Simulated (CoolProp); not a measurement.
A single-stage vapour-compression cycle with R236FA: evaporating at 301.15 K (dew point), condensing at 324.15 K (bubble point), superheat 5 K, subcooling 0 K, compressor efficiency 0.85, no pressure losses. Each further row changes one setting.

Computed with CoolProp (reference Helmholtz-energy equation of state, Pan 2012).

```
case                              cooling COP  pressure ratio  discharge temperature (K)  refrigerating effect (kJ/kg)  volumetric capacity (kJ/m³)
--------------------------------  -----------  --------------  -------------------------  ----------------------------  ---------------------------
as stated                                9.68            2.00                      326.0                           119                         2350
evaporating temperature 306.15 K         12.9            1.70                      326.6                           122                         2820
condensing temperature 319.15 K          12.8            1.73                      321.8                           125                         2480
subcooling 5 K                           10.2            2.00                      326.0                           125                         2480
superheat 15 K                           9.93            2.00                      335.8                           128                         2410
compressor efficiency 0.75               8.55            2.00                      327.7                           119                         2350
```
